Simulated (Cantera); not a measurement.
Input: 1 mol Fe2O3, 2.5 mol C, 3 mol H2, at 2475 K.

These are equilibrium values from Cantera (NASA tables, ideal gas, pure condensed phases), not measurements of a reactor. Candidate condensed phases: C, C6H6, C7H8, C8H18, Fe, Fe(CO)5, FeO, Fe(OH)2, Fe(OH)3, Fe2O3, Fe3O4, H2O; 114 gas species. Kinetics and transport are ignored.

At 0.00130 bar, list the 4 most abundant gas species with their mole fractions, and the condensed phases.

CO 0.278, H 0.263, Fe 0.226, H2 0.177. Condensed: gas only.
